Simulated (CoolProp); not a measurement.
Saturation properties of R245fa (Tc = 153.9 °C, pc = 3.651 MPa, ω = 0.378).

Computed with CoolProp (reference Helmholtz-energy equation of state, Akasaka 2015).

```
T (°C)  p (MPa)  vapour Z  vapour viscosity (µPa s)
------  -------  --------  ------------------------
41.85    0.2663    0.9176                      12.5
47.15    0.3152    0.9075                      12.8
52.55    0.3719    0.8963                      13.0
57.85    0.4348    0.8845                      13.2
63.25    0.5069    0.8716                      13.5
68.55    0.5861    0.8580                      13.8
73.95    0.6761    0.8432                      14.0
79.25    0.7743    0.8276                      14.3
84.65    0.8850    0.8106                      14.6
89.95     1.005    0.7926                      14.9
95.35     1.139    0.7730                      15.3
```

It boils at 15.0 °C under 1 atm.

Viscosity comes from a separate model (Bell 2016), an estimate that may be off by 10 % or more.
